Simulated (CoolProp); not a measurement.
Vapour-liquid equilibrium of dimethyl carbonate (1) + n-nonane (2) at 490.4 K; x and y are mole fractions of (1).

Values from CoolProp's multi-fluid Helmholtz-energy mixture model, Zhou 2011 and Lemmon 2006; pair parameters Bell 2016.

```tsv
x	bubble pressure, mixture model (MPa)	bubble pressure, Raoult's law (MPa)	y, mixture model	y, Raoult's law
0.05	0.5603	0.5145	0.209	0.175
0.125	0.7262	0.6165	0.406	0.366
0.2	0.8807	0.7184	0.527	0.503
0.275	1.020	0.8204	0.608	0.605
0.35	1.144	0.9223	0.667	0.685
0.425	1.254	1.024	0.713	0.749
0.5	1.350	1.126	0.750	0.802
0.575	1.437	1.228	0.784	0.845
0.65	1.516	1.330	0.815	0.883
0.725	1.589	1.432	0.847	0.914
0.8	1.656	1.534	0.881	0.942
0.875	1.719	1.636	0.919	0.966
0.95	1.775	1.738	0.964	0.987
```

The largest gap from Raoult's law is +24.3 % in bubble pressure, at x = 0.275. No azeotrope shows between x = 0.05 and 0.95.

Pair parameters are fitted to limited data, so mixtures are less certain than the pure fluids.
